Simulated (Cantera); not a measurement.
A perfectly stirred reactor is fed with NO : N2 = 1 : 2 (molar parts), at 1.00 bar; it is held at 2200 K, and followed from long to short residence time.

Computed with Cantera and GRI-Mech 3.0 (53 species, 325 reactions).

One state of this run: x NO = 0.324; x N2 = 0.671; x O2 = 0.00433; x O = 0.000302; x N2O = 5.37e-5. x: mole fraction; the columns are a selection and need not sum to one.

**Question.** Which value of τ (s) does it belong to?
A) 0.035
B) 0.0057
C) 0.40
D) 0.12

**Answer.** B, 0.0057
